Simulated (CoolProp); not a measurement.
Nitrogen at 513.74 K and 0.114 MPa flows at 0.069 m/s in a round tube of 25 mm bore and 45 µm roughness, fully developed (64/Re and Nu = 3.66 if laminar; Colebrook and Gnielinski if turbulent). Each further row changes one setting.

Values from CoolProp's reference Helmholtz-energy equation of state, Span 2000.

```json
[
 {"case": "as stated", "Reynolds number": "48.5", "Darcy friction factor": "1.32", "pressure drop (Pa/m)": "0.0938", "heat-transfer coefficient (W/(m² K))": "5.84", "mass flow (kg/h)": "0.0911"},
 {"case": "velocity 0.138 m/s", "Reynolds number": "97.1", "Darcy friction factor": "0.659", "pressure drop (Pa/m)": "0.188", "heat-transfer coefficient (W/(m² K))": "5.84", "mass flow (kg/h)": "0.182"},
 {"case": "diameter 50 mm", "Reynolds number": "97.1", "Darcy friction factor": "0.659", "pressure drop (Pa/m)": "0.0235", "heat-transfer coefficient (W/(m² K))": "2.92", "mass flow (kg/h)": "0.364"}
]
```

Viscosity comes from a separate model (Lemmon 2004). Thermal conductivity comes from a separate model (Lemmon 2004).
